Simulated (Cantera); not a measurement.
Input: 1 mol TiO2, 6.4 mol CO, 0.89 mol H2, at 2.30 bar.

Equilibrium computed with Cantera from the NASA thermochemical tables; the gas is ideal and each condensed phase is pure. Candidate condensed phases: C, C6H6, C7H8, C8H18, H2O, Ti, TiC, TiO, TiO2, Ti2O3, Ti3O5, Ti4O7; 113 gas species. Condensed phases not in the tables: Magnéli phases beyond Ti4O7. Equilibrium is a limit: real reactors are often held back by kinetics, nucleation or transport. All values below are at 1900 K.

Base state: CO 0.856, H2 0.110, CO2 0.0223, H2O 0.0120, H 0.000174 (mole fractions); condensed: Ti4O7(s).

Q: What changes in the equilibrium state with this change: TiO2 replaced by CuO?

A: 
```
species          before     after
-------------  --------  --------
CO                0.856     0.782
CO2              0.0223    0.0956
H2                0.110    0.0805
H2O              0.0120    0.0414
Cu                    0  0.000702
H              0.000174  0.000148
Ti4O7(s), mol     0.250         0
Cu(l), mol            0     0.995
```
Further candidate phases: Cu, CuO, Cu(OH)2, Cu2O.

Q: What changes in the equilibrium state with this change: pressure from 2.30 bar to 21.0 mbar?

A: 
| species | before | after |
|---|---|---|
| CO | 0.856 | 0.855 |
| H2 | 0.110 | 0.109 |
| CO2 | 0.0223 | 0.0223 |
| H | 0.000174 | 0.00181 |
| H2O | 0.0120 | 0.0120 |
| OH | 1.56e-6 | 1.63e-5 |
| Ti4O7(s), mol | 0.250 | 0.250 |
